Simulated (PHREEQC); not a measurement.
# Brine (model solution)

A solution holds 0.82 mol/kgw K2CO3 and 0.0076 mol/kgw K2SO4, at 25 °C. Closed to the air; pH follows from the charge balance.

All values are PHREEQC results (Pitzer model, pitzer.dat), not measurements.

Each row changes one thing in this solution. Precipitation was switched off in this run.

```
case                                    pH  ionic strength (mol/kgw)  HCO3- (mol/kgw)  CO2 (mol/kgw)  SI of Kalicinite (KHCO3)
-----------------------------------  -----  ------------------------  ---------------  -------------  ------------------------
as made                              11.82                      2.48          0.00669        1.03e-8                     -2.95
K2CO3 from 0.82 to 0.902 mol/kgw         ?                      2.72          0.00685        9.55e-9                         ?
diluted 100-fold with water          10.97                    0.0237          0.00109        2.20e-8                     -5.28
K2CO3 from 0.82 to 1.64 mol/kgw      12.11                         ?          0.00779        4.91e-9                     -2.65
K2SO4 left out                       11.81                         ?          0.00670        1.03e-8                     -2.95
K2SO4 from 0.0076 to 0.0114 mol/kgw  11.82                      2.49          0.00669        1.03e-8                     -2.94
```

What belongs in the gaps?


- K2CO3 from 0.82 to 0.902 mol/kgw, pH: 11.85
- K2CO3 from 0.82 to 0.902 mol/kgw, SI of Kalicinite (KHCO3): -2.91
- K2CO3 from 0.82 to 1.64 mol/kgw, ionic strength (mol/kgw): 4.93
- K2SO4 left out, ionic strength (mol/kgw): 2.45

Complexes and solids missing from the database can't appear. In brines, pH and single-ion activities rest on the MacInnes convention.
